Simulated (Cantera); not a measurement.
An adiabatic, constant-pressure homogeneous reactor starts with CO : H2 : O2 : N2 = 1 : 0.69 : 1.92 : 7.22 (molar parts), at 1150 K and 3750 Torr. Integrator tolerance rtol = 1e-08.

Model: GRI-Mech 3.0 (53 species, 325 reactions), integrated in Cantera. The hydrogen kinetics of GRI-Mech 3.0 are dated; newer H2 mechanisms differ, most at raised pressure.

### Question
What does this change do: initial temperature 1150 to 1425 K?

### Answer
```tsv
quantity	before	after
time of steepest temperature rise	51.6 µs	5.76 µs
temperature at 0.400 s	2271 K	2470 K
equilibrium temperature	2271 K	2470 K
x(CO) at 0.400 s	0.00134 (gas-phase equilibrium 0.00134)	0.00427 (gas-phase equilibrium 0.00427)
x(H2) at 0.400 s	0.000166 (gas-phase equilibrium 0.000166)	0.000478 (gas-phase equilibrium 0.000478)
x(O2) at 0.400 s	0.102 (gas-phase equilibrium 0.102)	0.1000 (gas-phase equilibrium 0.1000)
x(N2O) at 0.400 s	1.17e-6 (gas-phase equilibrium 1.17e-6)	1.69e-6 (gas-phase equilibrium 1.69e-6)
x(O) at 0.400 s	0.000601 (gas-phase equilibrium 0.000601)	0.00178 (gas-phase equilibrium 0.00178)
```

### Question
What does this change do: initial temperature 1150 to 1350 K?

### Answer
| quantity | before | after |
|---|---|---|
| time of steepest temperature rise | 51.6 µs | 8.04 µs |
| temperature at 0.400 s | 2271 K | 2418 K |
| equilibrium temperature | 2271 K | 2418 K |
| x(CO) at 0.400 s | 0.00134 (gas-phase equilibrium 0.00134) | 0.00323 (gas-phase equilibrium 0.00323) |
| x(H2) at 0.400 s | 0.000166 (gas-phase equilibrium 0.000166) | 0.000370 (gas-phase equilibrium 0.000370) |
| x(O2) at 0.400 s | 0.102 (gas-phase equilibrium 0.102) | 0.101 (gas-phase equilibrium 0.101) |
| x(N2O) at 0.400 s | 1.17e-6 (gas-phase equilibrium 1.17e-6) | 1.55e-6 (gas-phase equilibrium 1.55e-6) |
| x(O) at 0.400 s | 0.000601 (gas-phase equilibrium 0.000601) | 0.00136 (gas-phase equilibrium 0.00136) |
